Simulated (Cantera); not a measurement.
Input: 1 mol C2F6, 0.24 mol H2, 1.8 mol HCl, held at 2825 °C and 16.0 mbar.

These are equilibrium values from Cantera (NASA tables, ideal gas, pure condensed phases), not measurements of a reactor. Candidate condensed phases: C, C6H6, C7H8, C8H18; 118 gas species. The feed counts by its element totals alone. The tables' values for CCl are old estimates; treat these amounts as uncertain. Rates play no part.

Base state: F 0.388, HF 0.256, Cl 0.213, CF 0.0535, C3 0.0502, H 0.0136, CF2 0.00891, C 0.00765 (mole fractions); condensed: gas only.

Problem. What changes in the equilibrium state with this change: C2F6 replaced by CF4?

Solution. 
```csv
species,before,after
HF,0.256,0.335
Cl,0.213,0.285
F,0.388,0.267
H,0.0136,0.0258
CF,0.0535,0.0325
C3,0.0502,0.0349
H2,6.61e-5,0.000239
C2H2 (acetylene),5.18e-6,1.47e-5
HCl,0.00153,0.00389
CF2,0.00891,0.00373
```

Problem. What changes in the equilibrium state with this change: HCl from 1.8 to 0.51 mol?

Solution. 
| species | before | after |
|---|---|---|
| F | 0.388 | 0.607 |
| HF | 0.256 | 0.139 |
| CF | 0.0535 | 0.0850 |
| Cl | 0.213 | 0.0742 |
| H | 0.0136 | 0.00472 |
| CF2 | 0.00891 | 0.0222 |
| C3 | 0.0502 | 0.0528 |
| H2 | 6.61e-5 | 7.98e-6 |
| HCl | 0.00153 | 0.000185 |
| CF3 | 5.21e-6 | 2.03e-5 |
| CCl | 2.30e-5 | 8.13e-6 |
